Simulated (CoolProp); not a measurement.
Fluoroethane (R161) along the isobar 5 MPa: density (kg/m³) from the reference equation and from simpler models built on Tc = 102.1 °C, pc = 5.010 MPa, ω = 0.216; each cubic takes its own stable root.

Model: reference Helmholtz-energy equation of state, Wu 2012, in CoolProp.

```csv
T (°C),phase,reference,van der Waals,Redlich-Kwong,Soave-Redlich-Kwong
46.55,liquid,677.8,393.0,539.1,558.6
59.55,liquid,644.9,374.3,505.3,523.6
72.65,liquid,605.7,351.8,465.2,481.5
85.65,liquid,555.5,322.5,414.4,427.4
98.65,liquid,465.0,270.5,329.0,335.7
111.65,gas,139.1,132.5,136.9,133.9
124.75,gas,114.7,113.4,115.0,111.9
137.75,gas,101.7,102.2,102.6,99.59
150.75,gas,92.84,94.12,93.93,91.00
163.85,gas,86.12,87.74,87.20,84.40
176.85,gas,80.78,82.55,81.81,79.13
```
